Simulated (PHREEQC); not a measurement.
0.036 g of hydrous ferric oxide (600 m²/g; 0.2 weak and 0.005 strong sites per Fe, Dzombak-Morel constants, diffuse double layer) in 1 kg of water with 0.005 mol/kgw of an inert sodium salt and 2.1e-07 mol/kgw CaCl2 and 1.3e-05 mol/kgw Na2HAsO4, at 25 °C; the pH is set by adding NaOH or the inert anion's acid. Oxygen alone is held at its pressure in air (log pO2 = -0.68). No CO2 enters from the air. No solid was allowed to form.

Base run: PHREEQC, ion-association model, wateq4f.dat. Each further column changes one thing. The table gives As sorbed (%).

| pH | base | no electrostatic term (-no_edl) | background salt from 0.005 to 0.0005 mol/kgw | oxide from 0.036 to 0.18 g/kgw |
|---|---|---|---|---|
| 3 | 100.0 | 89.3 | 100.0 | 100.0 |
| 3.75 | 100.0 | [?] | 100.0 | 100.0 |
| 4.88 | 100.0 | 91.5 | 100.0 | 100.0 |
| 5.62 | 100.0 | [?] | 100.0 | 100.0 |
| 6.38 | 100.0 | [?] | 100.0 | 100.0 |
| 7.12 | 99.7 | [?] | 99.7 | 100.0 |
| 8.25 | 84.4 | 99.8 | 85.2 | 99.8 |
| 9 | 48.5 | 99.9 | 47.5 | 95.4 |

### Question
Fill in the missing entries.

### Answer

- 3.75, no electrostatic term (-no_edl): 90.6
- 5.62, no electrostatic term (-no_edl): 93.4
- 6.38, no electrostatic term (-no_edl): 96.7
- 7.12, no electrostatic term (-no_edl): 98.4

The database has no arsenate complexes of Ca. The oxide is taken as insoluble; below pH 4 it would dissolve.
